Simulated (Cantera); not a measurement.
Charge: 1 mol Si₂Cl₆, 1.9 mol N₂, 51 mol H₂, held at 0.300 Torr.

Method: chemical equilibrium by Gibbs-energy minimisation in Cantera with the NASA 1993 tables (ideal gas, pure condensed phases). Candidate condensed phases: NH₄Cl, Si, Si₃N₄; 28 gas species. The feed counts by its element totals alone. N₂ is the only nitrogen source here; it is nearly inert below about 1500 K, so the nitride shown seldom forms there in practice. The numbers say what is thermodynamically allowed, not how fast it happens.

Over these rows the condensed part is Si₃N₄(s). Partial pressures as log10 of bar:

```csv
T (K),1000/T (1/K),log p SiCl₂,log p H₂,log p HCl,log p N₂
1100,0.9091,-7.38,-3.45,-4.36,-5.38
1150,0.8696,-6.85,-3.45,-4.36,-5.37
1200,0.8333,?,-3.45,-4.37,-5.35
1250,0.8000,-5.97,-3.45,-4.38,-5.31
1300,0.7692,-5.64,-3.45,-4.41,-5.24
1350,0.7407,-5.39,-3.45,-4.45,-5.16
```

Question: Fit log p(SiCl₂) = a + b·(1000/T) to the five rows, give the apparent enthalpy, and predict the row at 1200 K.

Answer: Means: 1000/T = 0.8177, log p = -6.246. Sxy = -0.235183, Sxx = 0.0196421, so b = -11.97 and a = -6.246 − (-11.97)×0.8177 = 3.54.
Apparent enthalpy: −19.145 × (-11.97) = 229 kJ/mol. With the condensed phases at unit activity, 1/3 Si₃N₄(s) + 2 HCl(g) = SiCl₂(g) + H₂(g) + 2/3 N₂(g) links this pressure to the main gases: over the six rows their terms move log p by -0.33 in all, so the slope isn't that reaction's ΔH° alone. The five rows lie within 0.07 of the line.
Prediction at 1200 K: 3.54 + (-11.97)×0.8333 = -6.43. The computed value is -6.37, 0.06 from the line.
